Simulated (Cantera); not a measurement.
Thermodynamics of oxide etching and cleaning by halides, feed CuO + F2 + H2

Input: 1 mol CuO, 1.3 mol F2, 0.59 mol H2, equilibrated at 220 Pa.

Method: chemical equilibrium by Gibbs-energy minimisation in Cantera with the NASA 1993 tables (ideal gas, pure condensed phases). Candidate condensed phases: Cu, CuF2, CuO, Cu(OH)2, Cu2O, H2O; 27 gas species. Equilibrium is a limit: real reactors are often held back by kinetics, nucleation or transport.

```tsv
T (°C)	x HF	x CuF	x O2	x CuF2	x F
1127	0.440	0.217	0.187	0.156	0.000262
1177	0.440	0.217	0.186	0.156	0.000708
1227	0.440	0.218	0.186	0.155	0.00178
1277	0.438	0.220	0.186	0.152	0.00414
1327	0.436	0.223	0.185	0.146	0.00889
1377	0.433	0.230	0.183	0.137	0.0174
1427	0.427	0.240	0.181	0.121	0.0305
1477	0.419	0.254	0.177	0.102	0.0478
1527	0.411	0.268	0.173	0.0793	0.0671
1577	0.402	0.283	0.170	0.0579	0.0856
1627	0.395	0.294	0.166	0.0400	0.101
```
x: gas mole fraction; nothing condenses.

From 1127 °C to 1627 °C nothing is condensed. The main Cu-bearing gas is CuF throughout.
